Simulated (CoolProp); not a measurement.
Properties of R245fa along the isobar 18500 kPa (Tc = 153.9 °C, pc = 3651 kPa, ω = 0.378).

The numbers come from the reference Helmholtz-energy equation of state, Akasaka 2015 in CoolProp.

```tsv
T (°C)	phase	Joule-Thomson coefficient (K/MPa)	isothermal compressibility (1/MPa)	viscosity (µPa s)
46.25	liquid	-0.2566	0.002008	400
56.95	liquid	-0.2356	0.002247	361
67.65	liquid	-0.2126	0.002522	327
78.35	liquid	-0.1874	0.002841	296
89.05	liquid	-0.1596	0.003210	269
99.75	liquid	-0.1291	0.003641	245
110.45	liquid	?	0.004143	224
121.15	liquid	?	0.004731	205
131.85	liquid	?	0.005419	188
142.55	liquid	?	0.006224	173
```

Q: Fill in the missing entries.

A: 
- 110.45, Joule-Thomson coefficient (K/MPa): -0.09529
- 121.15, Joule-Thomson coefficient (K/MPa): -0.05796
- 131.85, Joule-Thomson coefficient (K/MPa): -0.01668
- 142.55, Joule-Thomson coefficient (K/MPa): 0.02889

Viscosity comes from a separate model (Bell 2016), an estimate that may be off by 10 % or more.
